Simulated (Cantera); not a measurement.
## Si3H8 + HCl + H2 (silicon epitaxy and polysilicon growth)

A closed system holds: 1 mol Si3H8, 0.86 mol HCl, 110 mol H2, at 1550 °C and 1.20 mbar.

Cantera equilibrium calculation (NASA polynomials, part measured and part estimated; ideal gas, pure solids and liquids). Candidate condensed phases: Si; 19 gas species. The feed counts by its element totals alone. The tables' values for SiCl are old estimates; treat these amounts as uncertain. Gases not in the tables: Si2H6 and higher silanes. Equilibrium is a limit: real reactors are often held back by kinetics, nucleation or transport.

```json
{
 "x(H2)": "0.976",
 "x(H)": "0.0124",
 "x(HCl)": "0.00698",
 "x(Si)": "0.00368",
 "x(SiCl2)": "0.000149",
 "x(SiH)": "0.000135",
 "x(SiCl)": "6.82e-5",
 "x(Cl)": "6.74e-5",
 "x(SiH2)": "3.43e-5",
 "n(Si(l))": "2.52 mol",
 "gas_amount": "116.0 mol"
}
```
